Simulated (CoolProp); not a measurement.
Vapour-liquid equilibrium of acetone (1) + benzene (2) at 1.98 bar; x and y are mole fractions of (1).

The numbers come from the multi-fluid Helmholtz-energy mixture model, Lemmon 2006 and Thol 2012; pair parameters Bell 2016 in CoolProp.

Task: Give the bubble temperature and the first vapour's composition at x = 0.2, 0.35, 0.65. Is there an azeotrope?

Result: x = 0.2: 93.6 °C, y = 0.370; x = 0.35: 88.8 °C, y = 0.537; x = 0.65: 82.3 °C, y = 0.771. No azeotrope shows between x = 0.05 and 0.95.

The pair parameters rest on a limited set of measurements; away from them the model extrapolates.
